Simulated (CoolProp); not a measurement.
Values from CoolProp's reference Helmholtz-energy equation of state, Zhou 2011.

Question: Give the vapour pressure (bar), liquid density (kg/m³), enthalpy of vaporisation (kJ/kg), liquid cp (kJ/(kg K)) of saturated dimethyl carbonate at 322.6, 342.9, 363.3 K.

Answer: 
```json
[
 {"T (K)": "322.6", "p (bar)": "0.227", "liquid density (kg/m³)": "1030", "enthalpy of vaporisation (kJ/kg)": "403", "liquid cp (kJ/(kg K))": "1.87"},
 {"T (K)": "342.9", "p (bar)": "0.506", "liquid density (kg/m³)": "1000", "enthalpy of vaporisation (kJ/kg)": "390", "liquid cp (kJ/(kg K))": "1.91"},
 {"T (K)": "363.3", "p (bar)": "1.01", "liquid density (kg/m³)": "974", "enthalpy of vaporisation (kJ/kg)": "376", "liquid cp (kJ/(kg K))": "1.96"}
]
```
